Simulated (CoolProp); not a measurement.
Vapour-liquid equilibrium of n-heptane (1) + p-xylene (2) at 173.45 °C; x and y are mole fractions of (1).

Computed with CoolProp (multi-fluid Helmholtz-energy mixture model, Span 2003 and Zhou 2012; pair parameters Bell 2016).

```json
[
 {"x": "0.05", "bubble pressure, mixture model (MPa)": "0.2614", "bubble pressure, Raoult's law (MPa)": "0.2564", "y, mixture model": "0.126", "y, Raoult's law": "0.118"},
 {"x": "0.2", "bubble pressure, mixture model (MPa)": "0.3253", "bubble pressure, Raoult's law (MPa)": "0.3114", "y, mixture model": "0.388", "y, Raoult's law": "0.388"},
 {"x": "0.35", "bubble pressure, mixture model (MPa)": "[?]", "bubble pressure, Raoult's law (MPa)": "0.3663", "y, mixture model": "[?]", "y, Raoult's law": "0.577"},
 {"x": "0.5", "bubble pressure, mixture model (MPa)": "[?]", "bubble pressure, Raoult's law (MPa)": "0.4212", "y, mixture model": "0.688", "y, Raoult's law": "0.717"},
 {"x": "0.65", "bubble pressure, mixture model (MPa)": "0.4869", "bubble pressure, Raoult's law (MPa)": "0.4761", "y, mixture model": "0.793", "y, Raoult's law": "0.825"},
 {"x": "0.8", "bubble pressure, mixture model (MPa)": "0.5370", "bubble pressure, Raoult's law (MPa)": "0.5311", "y, mixture model": "0.886", "y, Raoult's law": "0.910"},
 {"x": "0.95", "bubble pressure, mixture model (MPa)": "0.5873", "bubble pressure, Raoult's law (MPa)": "0.5860", "y, mixture model": "0.972", "y, Raoult's law": "0.980"}
]
```

Problem. Fill in the missing entries.

Solution. 
- 0.35, bubble pressure, mixture model (MPa): 0.3827
- 0.35, y, mixture model: 0.560
- 0.5, bubble pressure, mixture model (MPa): 0.4359

The largest gap from Raoult's law is +4.5 % in bubble pressure, at x = 0.35. No azeotrope shows between x = 0.05 and 0.95.

The pair parameters rest on a limited set of measurements; away from them the model extrapolates.
